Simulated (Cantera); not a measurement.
Input: 1 mol Fe₂O₃, 1.1 mol C, 0.31 mol N₂, 7.8 mol CO, held at 0.00133 bar.

Points: T (K) = 998, 1073, 1148, 1223, 1298, 1373, 1448, 1523, 1598, 1673.

Cantera's Mixture.equilibrate('TP', solver="vcs", rtol=1e-11, max_steps=5000) on the NASA tables stopped like this:

```
ERROR: FAILURE its = 5001!

*******************************************************************************
CanteraError thrown by MultiPhase::equilibrate:
VCS solver failed. Return code: -1
*******************************************************************************
```

Question: What got this run through?

Answer: Several could match; the one computed here: The failure is numerical, not chemical. The same input converged with solver="gibbs", rtol=1e-10, max_steps=50000, and the result passed a check of the equilibrium conditions:
```
log10 of partial pressures in bar; condensed amounts in mol
       T/K        CO       CO2        N2        Fe       FeO     Fe(a)     Fe(c)     Fe(d)    FeO(s)    FeO(L)
       998    -2.989    -3.579    -4.348   -13.870   -18.424     1.921         0         0   0.07851         0
      1073    -2.980    -3.618    -4.348   -12.382   -16.567     1.766         0         0    0.2345         0
      1148    -2.973    -3.647    -4.348   -11.098   -14.956     1.657         0         0    0.3428         0
      1223    -2.968    -3.672    -4.348    -9.976   -13.548         0      1.57         0    0.4298         0
      1298    -2.964    -3.694    -4.348    -8.987   -12.308         0     1.497         0    0.5027         0
      1373    -2.960    -3.715    -4.348    -8.108   -11.207         0     1.433         0    0.5673         0
      1448    -2.957    -3.734    -4.348    -7.322   -10.223         0     1.375         0    0.6247         0
      1523    -2.954    -3.752    -4.348    -6.615    -9.341         0     1.322         0     0.676         0
      1598    -2.952    -3.769    -4.348    -5.976    -8.544         0     1.271         0     0.722         0
      1673    -2.949    -3.794    -4.349    -5.397    -7.832         0         0     1.185         0    0.7869
```

The gas is ideal and each condensed phase is pure. Mutual solubility and eutectic melting of coexisting phases are not modelled. The tables' stoichiometric FeO is somewhat more stable than real wüstite, so its field is too wide. FeO: taken at fixed stoichiometry.
